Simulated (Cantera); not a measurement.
An isothermal, constant-pressure homogeneous reactor starts with 10.6 % CH4, 4.26 % H2O, 85.1 % H2, at 1625 K and 4.93 atm.

Computed with Cantera and GRI-Mech 3.0 (53 species, 325 reactions). GRI-Mech 3.0 stops at C3 and has no aromatics, soot or wall deposition, so with more carbon than oxygen in the feed, carbon stays in small species such as C2H2 where larger ones or solid carbon would form.

Problem. Predict: x(CH4) at 80.0 s; x(H2O) at 80.0 s; x(H2) at 80.0 s; x(C2H4) at 80.0 s; x(OH) at 80.0 s; x(CO) at 80.0 s.

Solution. 
- x(CH4) at 80.0 s: 0.0528 (gas-phase equilibrium 0.0517)
- x(H2O) at 80.0 s: 0.00136 (gas-phase equilibrium 1.51e-5)
- x(H2) at 80.0 s: 0.904 (gas-phase equilibrium 0.906)
- x(C2H4) at 80.0 s: 0.00102 (gas-phase equilibrium 0.000969)
- x(OH) at 80.0 s: 1.91e-9 (gas-phase equilibrium 2.12e-11)
- x(CO) at 80.0 s: 0.0377 (gas-phase equilibrium 0.0390)
